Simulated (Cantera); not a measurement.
## Reactions in the system Br-H-Mg

Cantera with NASA thermochemical tables; ideal gases at 1 bar, condensed phases pure. Values are per mole of reaction as written; species without (g) are pure solids or liquids, kept so even where they would boil at 1 bar.

MgBr2 + 2 H(g) → 2 HBr(g) + Mg(g)

```
T (K)  ΔH° (kJ)  ΔS° (J/K)  ΔG° (kJ)  log10 K  condensed phases
-----  --------  ---------  --------  -------  ----------------
300       162.4      199.3     102.6   -17.87          MgBr2(s)
673       147.2      166.7      35.0    -2.72          MgBr2(s)
748       144.0      162.2      22.7    -1.59          MgBr2(s)
823       140.8      158.1      10.7    -0.68          MgBr2(s)
898       137.5      154.3      -1.0     0.06          MgBr2(s)
973       134.2      150.7     -12.4     0.67          MgBr2(s)
1048       90.5      106.5     -21.0     1.05          MgBr2(l)
1123       86.0      102.3     -28.9     1.34          MgBr2(l)
1198       81.6       98.5     -36.4     1.59          MgBr2(l)
1273       77.3       95.0     -43.7     1.79          MgBr2(l)
1348       72.9       91.7     -50.6     1.96          MgBr2(l)
```

2 HBr(g) + Mg → H2(g) + MgBr2

```csv
T (K),ΔH° (kJ),ΔS° (J/K),ΔG° (kJ),log10 K,condensed phases
300,-451.3,-182.0,-396.7,69.08,"Mg(s), MgBr2(s)"
673,-443.1,-164.3,-332.5,25.81,"Mg(s), MgBr2(s)"
748,-441.4,-161.9,-320.3,22.37,"Mg(s), MgBr2(s)"
823,-439.8,-159.9,-308.2,19.56,"Mg(s), MgBr2(s)"
898,-438.2,-158.0,-296.3,17.24,"Mg(s), MgBr2(s)"
973,-445.2,-165.6,-284.1,15.25,"Mg(l), MgBr2(s)"
1048,-403.3,-123.1,-274.3,13.67,"Mg(l), MgBr2(l)"
1123,-400.7,-120.7,-265.1,12.33,"Mg(l), MgBr2(l)"
1198,-398.1,-118.4,-256.2,11.17,"Mg(l), MgBr2(l)"
1273,-395.5,-116.4,-247.4,10.15,"Mg(l), MgBr2(l)"
1348,-392.9,-114.4,-238.7,9.25,"Mg(l), MgBr2(l)"
```
